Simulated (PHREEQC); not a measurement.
Synthetic water in mg/kgw, 25 °C, pH 7.19, pe 11.2:

```json
[
 {"constituent": "Na", "mg/kgw": "84.1"},
 {"constituent": "K", "mg/kgw": "4.22"},
 {"constituent": "Ca", "mg/kgw": "138"},
 {"constituent": "Mg", "mg/kgw": "82.4"},
 {"constituent": "Cl", "mg/kgw": "197"},
 {"constituent": "S(6) as SO4", "mg/kgw": "398"},
 {"constituent": "Alkalinity as HCO3", "mg/kgw": "196"},
 {"constituent": "Pb", "mg/kgw": "1.31"},
 {"constituent": "Br", "mg/kgw": "8.22"}
]
```

Valence states are taken as typed.

All values are PHREEQC results (ion-association model, wateq4f.dat), not measurements.

Q: The ionic strength comes out as 0.0234 mol/kgw. What activity coefficients do HCO3-, K+, MgHCO3+, Mg+2, Br- get?

A: HCO3- 0.87, K+ 0.86, MgHCO3+ 0.86, Mg+2 0.58, Br- 0.86.

This is a speciation only: nothing precipitates in the calculation. The solution is supersaturated, for example in Cerrusite, so a real one may precipitate; this is no full list. Complexes and solids missing from the database can't appear.
